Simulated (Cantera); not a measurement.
Charge: 1 mol Si, 4.6 mol F2, at 9.30e-5 bar.

Method: chemical equilibrium by Gibbs-energy minimisation in Cantera with the NASA 1993 tables (ideal gas, pure condensed phases). Candidate condensed phases: Si; 9 gas species. Equilibrium is a limit: real reactors are often held back by kinetics, nucleation or transport. All values below are at 1000 K.

Base state: F 0.831, SiF4 0.162, F2 0.00667 (mole fractions); condensed: gas only.

Q: What changes in the equilibrium state with this change: 0.0097 mol H2O added?

A: 
```csv
species,before,after
F,0.831,0.827
SiF4,0.162,0.162
F2,0.00667,0.00661
HF,0,0.00315
O2,0,0.000787
```
Further candidate phases: H2O, SiO2.
